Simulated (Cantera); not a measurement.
A perfectly stirred reactor is fed with NO : N2 = 1 : 2.3 (molar parts), at 0.0592 atm; it is held at 2148 K, and followed from long to short residence time.

Cantera simulation using GRI-Mech 3.0 (53 species, 325 reactions); the numbers are that mechanism's predictions, not measurements.

Task: What does this change do: N2 2.3 to 0.96 parts?

Result: 
```csv
quantity,before,after
x(NO) at τ = 14.0 s,0.0335,0.0469
x(N2) at τ = 14.0 s,0.830,0.720
x(O2) at τ = 14.0 s,0.133,0.229
x(NO2) at τ = 14.0 s,8.94e-6,1.64e-5
x(N2O) at τ = 14.0 s,4.57e-7,7.31e-7
x(NO) at τ = 60.0 ms,0.297,0.494
x(N2) at τ = 60.0 ms,0.700,0.498
x(O2) at τ = 60.0 ms,0.00273,0.00752
x(NO2) at τ = 60.0 ms,1.56e-5,3.83e-5
x(N2O) at τ = 60.0 ms,3.79e-5,9.79e-5
```

Task: What does this change do: N2 2.3 to 12 parts?

Result: 
| quantity | before | after |
|---|---|---|
| x(NO) at τ = 14.0 s | 0.0335 | 0.0141 |
| x(N2) at τ = 14.0 s | 0.830 | 0.954 |
| x(O2) at τ = 14.0 s | 0.133 | 0.0307 |
| x(NO2) at τ = 14.0 s | 8.94e-6 | 1.80e-6 |
| x(N2O) at τ = 14.0 s | 4.57e-7 | 1.40e-7 |
| x(NO) at τ = 60.0 ms | 0.297 | 0.0766 |
| x(N2) at τ = 60.0 ms | 0.700 | 0.923 |
| x(O2) at τ = 60.0 ms | 0.00273 | 0.000101 |
| x(NO2) at τ = 60.0 ms | 1.56e-5 | 8.04e-7 |
| x(N2O) at τ = 60.0 ms | 3.79e-5 | 2.82e-6 |
